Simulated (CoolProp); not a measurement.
Vapour-liquid equilibrium of propylene (1) + n-hexane (2) at 1.07 bar; x and y are mole fractions of (1).

Model: multi-fluid Helmholtz-energy mixture model, Lemmon 2013 and Thol 2019; pair parameters Bell 2016, in CoolProp.

```json
[
 {"x": "0.05", "bubble temperature, mixture model (°C)": "29.8", "bubble temperature, Raoult's law (°C)": "36.5", "y, mixture model": "0.771", "y, Raoult's law": "0.711"},
 {"x": "0.125", "bubble temperature, mixture model (°C)": "2.7", "bubble temperature, Raoult's law (°C)": "10.3", "y, mixture model": "0.938", "y, Raoult's law": "0.916"},
 {"x": "0.2", "bubble temperature, mixture model (°C)": "-9.3", "bubble temperature, Raoult's law (°C)": "-4.1", "y, mixture model": "0.970", "y, Raoult's law": "0.964"},
 {"x": "0.275", "bubble temperature, mixture model (°C)": "-16.4", "bubble temperature, Raoult's law (°C)": "-13.5", "y, mixture model": "0.981", "y, Raoult's law": "0.981"},
 {"x": "0.35", "bubble temperature, mixture model (°C)": "-21.5", "bubble temperature, Raoult's law (°C)": "-20.3", "y, mixture model": "0.987", "y, Raoult's law": "0.989"},
 {"x": "0.425", "bubble temperature, mixture model (°C)": "-25.6", "bubble temperature, Raoult's law (°C)": "-25.6", "y, mixture model": "0.991", "y, Raoult's law": "0.993"},
 {"x": "0.5", "bubble temperature, mixture model (°C)": "-29.3", "bubble temperature, Raoult's law (°C)": "-29.8", "y, mixture model": "0.994", "y, Raoult's law": "0.995"},
 {"x": "0.575", "bubble temperature, mixture model (°C)": "___", "bubble temperature, Raoult's law (°C)": "-33.4", "y, mixture model": "___", "y, Raoult's law": "0.997"},
 {"x": "0.65", "bubble temperature, mixture model (°C)": "-35.6", "bubble temperature, Raoult's law (°C)": "-36.4", "y, mixture model": "0.997", "y, Raoult's law": "0.998"},
 {"x": "0.725", "bubble temperature, mixture model (°C)": "___", "bubble temperature, Raoult's law (°C)": "-39.0", "y, mixture model": "0.998", "y, Raoult's law": "0.999"},
 {"x": "0.8", "bubble temperature, mixture model (°C)": "-40.9", "bubble temperature, Raoult's law (°C)": "-41.3", "y, mixture model": "0.999", "y, Raoult's law": "0.999"},
 {"x": "0.875", "bubble temperature, mixture model (°C)": "___", "bubble temperature, Raoult's law (°C)": "-43.4", "y, mixture model": "0.999", "y, Raoult's law": "1.000"},
 {"x": "0.95", "bubble temperature, mixture model (°C)": "-45.2", "bubble temperature, Raoult's law (°C)": "-45.3", "y, mixture model": "1.000", "y, Raoult's law": "1.000"}
]
```

Q: What belongs in the gaps?

A: 
- 0.575, bubble temperature, mixture model (°C): -32.6
- 0.575, y, mixture model: 0.996
- 0.725, bubble temperature, mixture model (°C): -38.4
- 0.875, bubble temperature, mixture model (°C): -43.2

The largest gap from Raoult's law is -7.6 K in bubble temperature, at x = 0.125. No azeotrope shows between x = 0.05 and 0.95.

The pair parameters rest on a limited set of measurements; away from them the model extrapolates. The gap from Raoult's law changes sign with composition, which may be real or a fault of the pair parameters; it wasn't checked against measurements.
